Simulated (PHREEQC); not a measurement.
## Buffer: an equilibrium model

Make-up at 25 °C: 1.2 mmol/kgw NaHCO3, 3 mmol/kgw NH3 and 0.042 mmol/kgw LiCl. Closed to the air; pH follows from the charge balance.

Computed with PHREEQC (ion-association model, phreeqc.dat).

Each row changes one thing in this solution. This is a speciation only: nothing precipitates in the calculation.

```csv
case,pH,ionic strength (mol/kgw),NH3 (mol/kgw),HCO3- (mol/kgw),NH4+ (mol/kgw),CO3-2 (mol/kgw)
as made,9.96,0.00214,0.00250,0.000794,0.000503,0.000398
diluted 10-fold with water,9.71,0.000226,0.000223,9.56e-5,7.73e-5,2.43e-5
diluted 100-fold with water,9.18,2.94e-5,1.38e-5,1.12e-5,1.62e-5,8.07e-7
LiCl left out,9.96,0.00209,0.00250,0.000795,0.000502,0.000398
temperature from 25 to 50 °C,9.42,0.00179,0.00264,0.000986,0.000364,0.000201
```

Away from 25 °C the constants follow the database's enthalpies or fits; those with neither stay at their 25 °C values.
